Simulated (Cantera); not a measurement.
A freely propagating, adiabatic, planar premixed flame of H₂ : O₂ : N₂ : H₂O = 1 : 0.14 : 0.667 : 0.064 (molar parts), equivalence ratio 3.6, unburnt at 348 K and 1.01 bar; mixture-averaged transport, grid criteria slope 0.08 and curve 0.16, no radiation.

Detailed kinetics in Cantera: the H2/O2 subset of GRI-Mech 3.0, which has no nitrogen chemistry. Burning velocities carry a grid error of a few per cent, more on coarse grids.

Predict: laminar burning velocity; thermal thickness; peak x(HO₂); peak x(H₂O₂); peak x(OH).


| Item | Result |
|---|---|
| laminar burning velocity | 163 cm/s |
| thermal thickness | 0.447 mm |
| peak x(HO₂) | 0.000314 |
| peak x(H₂O₂) | 5.47e-5 |
| peak x(OH) | 0.000279 |
